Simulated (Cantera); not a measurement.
NaOH + H₂O + CO₂ + C (calcination and drying)

Feed: 1 mol NaOH, 1.6 mol H₂O, 0.26 mol CO₂, 0.019 mol C, equilibrated at 0.120 Torr.

Cantera equilibrium calculation (NASA polynomials, part measured and part estimated; ideal gas, pure solids and liquids). Candidate condensed phases: C, C₆H₆, C₇H₈, C₈H₁₈, H₂O, Na, NaOH, NaO₂, Na₂CO₃, Na₂O, Na₂O₂; 117 gas species. Equilibrium is a limit: real reactors are often held back by kinetics, nucleation or transport.

At 625 °C the condensed part is NaOH(l) + Na₂CO₃(s). From 725 °C to 825 °C the condensed part is Na₂CO₃(s). From 925 °C to 1325 °C nothing is condensed. The main Na-bearing gas is NaOH at 625 °C and Na at 1325 °C.

```tsv
T (°C)	x H₂O	x NaOH	x Na	x CO₂	x O₂	x H₂	n NaOH(l)	n Na₂CO₃(s)
625	0.959	0.0170	0.00776	3.17e-6	<1e-12	0.0157	0.391	0.279
725	0.815	0.150	0.0313	6.32e-5	1.06e-10	0.000514	0	0.279
825	0.767	0.184	0.0309	0.0174	7.78e-7	8.63e-5	0	0.237
925	0.563	0.301	0.0384	0.0948	0.00315	9.66e-6	0	0
1025	0.566	0.243	0.0843	0.0914	0.0148	3.08e-5	0	0
1125	0.571	0.160	0.150	0.0865	0.0315	0.000111	0	0
1225	0.575	0.0875	0.207	0.0822	0.0462	0.000390	0	0
1325	0.575	0.0436	0.242	0.0792	0.0551	0.00126	0	0
```
x: gas mole fraction; n: condensed amount in mol.
